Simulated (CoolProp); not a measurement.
Vapour-liquid equilibrium of cyclohexane (1) + n-heptane (2) at 399.2 K; x and y are mole fractions of (1).

Model: multi-fluid Helmholtz-energy mixture model, Zhou 2014 and Span 2003; pair parameters Bell 2016, in CoolProp.

```json
[
 {"x": "0.05", "bubble pressure (MPa)": "0.2201", "y at the bubble point": "0.074", "dew pressure at overall composition x (MPa)": "0.2181", "liquid density (mol/L)": "5.937"},
 {"x": "0.15", "bubble pressure (MPa)": "0.2323", "y at the bubble point": "0.211", "dew pressure at overall composition x (MPa)": "0.2267", "liquid density (mol/L)": "6.103"},
 {"x": "0.25", "bubble pressure (MPa)": "0.2445", "y at the bubble point": "0.335", "dew pressure at overall composition x (MPa)": "0.2361", "liquid density (mol/L)": "6.278"},
 {"x": "0.35", "bubble pressure (MPa)": "0.2567", "y at the bubble point": "0.447", "dew pressure at overall composition x (MPa)": "0.2461", "liquid density (mol/L)": "6.463"},
 {"x": "0.45", "bubble pressure (MPa)": "0.2687", "y at the bubble point": "0.550", "dew pressure at overall composition x (MPa)": "0.2570", "liquid density (mol/L)": "6.659"},
 {"x": "0.55", "bubble pressure (MPa)": "0.2805", "y at the bubble point": "0.645", "dew pressure at overall composition x (MPa)": "0.2686", "liquid density (mol/L)": "6.866"},
 {"x": "0.65", "bubble pressure (MPa)": "0.2922", "y at the bubble point": "0.733", "dew pressure at overall composition x (MPa)": "0.2812", "liquid density (mol/L)": "7.086"},
 {"x": "0.75", "bubble pressure (MPa)": "0.3037", "y at the bubble point": "0.814", "dew pressure at overall composition x (MPa)": "0.2946", "liquid density (mol/L)": "7.321"},
 {"x": "0.85", "bubble pressure (MPa)": "0.3150", "y at the bubble point": "0.891", "dew pressure at overall composition x (MPa)": "0.3088", "liquid density (mol/L)": "7.571"},
 {"x": "0.95", "bubble pressure (MPa)": "0.3261", "y at the bubble point": "0.965", "dew pressure at overall composition x (MPa)": "0.3239", "liquid density (mol/L)": "7.837"}
]
```

No azeotrope shows between x = 0.05 and 0.95.

Pair parameters are fitted to limited data, so mixtures are less certain than the pure fluids.
